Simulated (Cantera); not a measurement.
Cantera run:

```python
import numpy as np
import cantera as ct

gas_names = [...]  # 136 gases of nasa_gas.yaml made of C, H, N, O
cond_names = """
    C(gr) C6H6(L) C7H8(L) C8H18(L),n-octa H2O(s) H2O(L)
""".split()


# ... load() reads the species with a 1 bar reference pressure and builds the phases ...
atoms = {
    'C2H5OH': {'C': 2, 'H': 6, 'O': 1},
    'O2': {'O': 2},
    'N2': {'N': 2},
    'H2O': {'H': 2, 'O': 1},
}
top_T = {'C(gr)': 4500}  # K; cautious upper limits of use, not melting points


# ... equilibrate(T, P, feed) seeds the gas with the atoms and calls Mixture.equilibrate('TP', solver="vcs", rtol=1e-11, max_steps=5000) ...
results = []
feed = {'C2H5OH': 1, 'O2': 0.67, 'N2': 0.17, 'H2O': 0.067}  # mol
P = 6000  # Pa
for T in [575, 725, 875, 1025, 1175, 1325, 1475, 1625, 1775, 1925, 2075, 2225]:
    mix = equilibrate(T, P, feed)
    results.append((T, P, feed, dict(zip(mix.species_names, mix.species_moles))))
    x = sorted(zip(gas.X, gas.species_names), reverse=True)
    print(f"T = {T:g} K  P = {P:g} Pa  gas = {mix.phase_moles(0):.4g} mol")
    print("   x: " + "  ".join(f"{s} {v:.3e}" for v, s in x if v > 1e-06))
    print("   condensed (mol): " + ("  ".join(f"{mix.phase(i).name} {mix.phase_moles(i):.4g}"
          for i in range(1, mix.n_phases) if mix.phase_moles(i) > 1e-12) or "none"))
```

It prints:

```
T = 575 K  P = 6000 Pa  gas = 3.106 mol
   x: H2O 4.835e-01  CH4 1.883e-01  CO2 1.452e-01  H2 1.272e-01  N2 5.471e-02  CO 9.621e-04  NH3 4.142e-05
   condensed (mol): C(gr) 0.9609
T = 725 K  P = 6000 Pa  gas = 3.849 mol
   x: H2 4.447e-01  H2O 2.303e-01  CO2 1.751e-01  CH4 6.089e-02  CO 4.490e-02  N2 4.415e-02  NH3 2.561e-05
   condensed (mol): C(gr) 0.9189
T = 875 K  P = 6000 Pa  gas = 5.081 mol
   x: H2 5.466e-01  CO 3.091e-01  CO2 6.165e-02  H2O 4.132e-02  N2 3.345e-02  CH4 7.828e-03  NH3 6.613e-06
   condensed (mol): C(gr) 0.07642
T = 1025 K  P = 6000 Pa  gas = 5.236 mol
   x: H2 5.430e-01  CO 3.466e-01  H2O 4.258e-02  CO2 3.524e-02  N2 3.247e-02  CH4 9.149e-05  NH3 2.142e-06
   condensed (mol): none
T = 1175 K  P = 6000 Pa  gas = 5.237 mol
   x: H2 5.345e-01  CO 3.553e-01  H2O 5.115e-02  N2 3.246e-02  CO2 2.657e-02  CH4 2.535e-06
   condensed (mol): none
T = 1325 K  P = 6000 Pa  gas = 5.237 mol
   x: H2 5.288e-01  CO 3.611e-01  H2O 5.687e-02  N2 3.246e-02  CO2 2.084e-02  H 4.855e-06
   condensed (mol): none
T = 1475 K  P = 6000 Pa  gas = 5.237 mol
   x: H2 5.249e-01  CO 3.649e-01  H2O 6.072e-02  N2 3.246e-02  CO2 1.700e-02  H 3.836e-05
   condensed (mol): none
T = 1625 K  P = 6000 Pa  gas = 5.238 mol
   x: H2 5.221e-01  CO 3.675e-01  H2O 6.336e-02  N2 3.246e-02  CO2 1.435e-02  H 2.081e-04  OH 1.064e-06
   condensed (mol): none
T = 1775 K  P = 6000 Pa  gas = 5.239 mol
   x: H2 5.197e-01  CO 3.693e-01  H2O 6.522e-02  N2 3.245e-02  CO2 1.246e-02  H 8.519e-04  OH 6.657e-06
   condensed (mol): none
T = 1925 K  P = 6000 Pa  gas = 5.244 mol
   x: H2 5.169e-01  CO 3.703e-01  H2O 6.651e-02  N2 3.242e-02  CO2 1.107e-02  H 2.806e-03  OH 3.120e-05
   condensed (mol): none
T = 2075 K  P = 6000 Pa  gas = 5.258 mol
   x: H2 5.121e-01  CO 3.704e-01  H2O 6.727e-02  N2 3.233e-02  CO2 1.002e-02  H 7.782e-03  OH 1.167e-04  O 1.271e-06  NO 1.104e-06
   condensed (mol): none
T = 2225 K  P = 6000 Pa  gas = 5.288 mol
   x: H2 5.031e-01  CO 3.690e-01  H2O 6.738e-02  N2 3.215e-02  H 1.876e-02  CO2 9.214e-03  OH 3.639e-04  O 9.404e-06  NO 4.286e-06
   condensed (mol): none
```

These are equilibrium values from Cantera (NASA tables, ideal gas, pure condensed phases), not measurements of a reactor.
